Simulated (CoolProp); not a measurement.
Vapour-liquid equilibrium of propane (1) + isobutene (2) at 0.249 MPa; x and y are mole fractions of (1).

Model: multi-fluid Helmholtz-energy mixture model, Lemmon 2009 and Lemmon 2005; pair parameters Bell 2016, in CoolProp.

```tsv
x	bubble temperature (°C)	y at the bubble point	dew temperature at overall composition x (°C)	liquid density (mol/L)
0.05	14.0	0.166	17.2	10.76
0.15	7.3	0.392	14.5	10.99
0.25	2.2	0.537	11.6	11.18
0.35	-1.8	0.643	8.6	11.37
0.45	?	0.726	5.3	11.55
0.55	-8.2	0.795	1.8	11.73
0.65	-11.0	0.853	-2.0	11.91
0.75	-13.6	0.904	-6.2	?
0.85	-16.1	0.948	-10.8	12.28
0.95	-18.4	?	-16.2	12.47
```

Problem. What belongs in the gaps?

Solution. 
- 0.45, bubble temperature (°C): -5.2
- 0.75, liquid density (mol/L): 12.10
- 0.95, y at the bubble point: 0.984

No azeotrope shows between x = 0.05 and 0.95.

Pair parameters are fitted to limited data, so mixtures are less certain than the pure fluids.
